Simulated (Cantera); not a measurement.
Cantera run, input and output.

```python
import numpy as np
import cantera as ct

gas = ct.Solution("gri30.yaml")
gas.TPX = 1300, 1100000, {'CH4': 1, 'H2': 0.58, 'O2': 3.14, 'N2': 11.8, 'H2O': 0.57}
reactor = ct.IdealGasConstPressureReactor(gas, energy="on", clone=False)
net = ct.ReactorNet([reactor])
net.rtol, net.atol = 1e-08, 1e-16
show = ['CH4', 'H2', 'O2', 'HO2', 'NO']
times = np.geomspace(1e-06, 0.3, 16)

steps = ct.SolutionArray(gas, extra=["t"])
rows = []
print(f"{'t/s':>10s}{'T/K':>9s}{'P/Pa':>11s}" + "".join(f"{s:>11s}" for s in show))
for t in times:
    while net.time < t:
        t_next = net.step()
        steps.append(gas.state, t=t_next)
    rows.append([np.interp(t, steps.t, y) for y in (steps.T, steps.P, *steps(*show).X.T)])
    print(f"{t:10.3e}{rows[-1][0]:9.1f}{rows[-1][1]:11.4g}" + "".join(f"{x:11.3e}" for x in rows[-1][2:]))
rate = np.gradient(steps.T, steps.t)
print("integrator steps:", len(steps.t))
if steps.T.max() > steps.T[0] + 200:
    print(f"time of steepest temperature rise: {steps.t[rate.argmax()]:.4e} s")
gas.TPX = 1300, 1100000, {'CH4': 1, 'H2': 0.58, 'O2': 3.14, 'N2': 11.8, 'H2O': 0.57}
gas.equilibrate("HP")
print(f"equilibrium (HP): T = {gas.T:.1f} K  " + "  ".join(f"{s} {gas[s].X[0]:.3e}" for s in show))
```

Result:

```
       t/s      T/K       P/Pa        CH4         H2         O2        HO2         NO
 1.000e-06   1300.0    1.1e+06  5.851e-02  3.394e-02  1.837e-01  7.558e-08  2.166e-18
 2.318e-06   1300.0    1.1e+06  5.851e-02  3.394e-02  1.837e-01  1.871e-07  7.524e-18
 5.374e-06   1300.0    1.1e+06  5.851e-02  3.394e-02  1.837e-01  4.957e-07  3.091e-17
 1.246e-05   1300.0    1.1e+06  5.851e-02  3.394e-02  1.837e-01  1.568e-06  1.875e-16
 2.888e-05   1300.1    1.1e+06  5.851e-02  3.393e-02  1.837e-01  8.086e-06  3.514e-15
 6.694e-05   1308.2    1.1e+06  5.754e-02  3.338e-02  1.827e-01  9.305e-05  6.358e-12
 1.552e-04   2601.6    1.1e+06  9.250e-17  2.350e-03  5.044e-02  1.545e-05  1.717e-04
 3.597e-04   2600.8    1.1e+06  6.836e-17  2.311e-03  4.975e-02  1.519e-05  1.496e-03
 8.339e-04   2596.5    1.1e+06  6.767e-17  2.298e-03  4.849e-02  1.475e-05  4.100e-03
 1.933e-03   2590.2    1.1e+06  6.660e-17  2.279e-03  4.663e-02  1.411e-05  7.964e-03
 4.481e-03   2585.2    1.1e+06  6.576e-17  2.265e-03  4.521e-02  1.363e-05  1.092e-02
 1.039e-02   2584.2    1.1e+06  6.559e-17  2.263e-03  4.491e-02  1.353e-05  1.153e-02
 2.408e-02   2584.2    1.1e+06  6.559e-17  2.263e-03  4.491e-02  1.353e-05  1.154e-02
 5.583e-02   2584.2    1.1e+06  6.559e-17  2.263e-03  4.491e-02  1.353e-05  1.154e-02
 1.294e-01   2584.2    1.1e+06  6.559e-17  2.263e-03  4.491e-02  1.353e-05  1.154e-02
 3.000e-01   2584.2    1.1e+06  6.559e-17  2.263e-03  4.491e-02  1.353e-05  1.154e-02
integrator steps: 1888
time of steepest temperature rise: 1.3344e-04 s
equilibrium (HP): T = 2584.2 K  CH4 8.952e-17  H2 2.263e-03  O2 4.491e-02  HO2 1.353e-05  NO 1.154e-02
```

Computed with Cantera and GRI-Mech 3.0 (53 species, 325 reactions).
